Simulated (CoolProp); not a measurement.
Vapour-liquid equilibrium of cyclohexane (1) + ethylbenzene (2) at 1.92 bar; x and y are mole fractions of (1).

Model: multi-fluid Helmholtz-energy mixture model, Zhou 2014 and Zhou 2012; pair parameters Bell 2016, in CoolProp.

```tsv
x	bubble temperature, mixture model (K)	bubble temperature, Raoult's law (K)	y, mixture model	y, Raoult's law
0.05	428.8	429.5	0.169	0.163
0.125	420.6	422.3	0.366	0.354
0.2	413.6	415.9	0.509	0.497
0.275	407.6	410.3	0.616	0.607
0.35	402.5	405.3	0.697	0.693
0.425	398.0	400.7	0.759	0.760
0.5	394.2	396.7	0.808	0.815
0.575	390.9	392.9	0.848	0.859
0.65	387.9	389.5	0.882	0.895
0.725	385.2	386.4	0.911	0.925
0.8	382.7	383.5	0.937	0.950
0.875	380.4	380.8	0.962	0.971
0.95	378.2	378.3	0.985	0.989
```

The largest gap from Raoult's law is -2.8 K in bubble temperature, at x = 0.35. No azeotrope shows between x = 0.05 and 0.95.

The pair parameters rest on a limited set of measurements; away from them the model extrapolates.
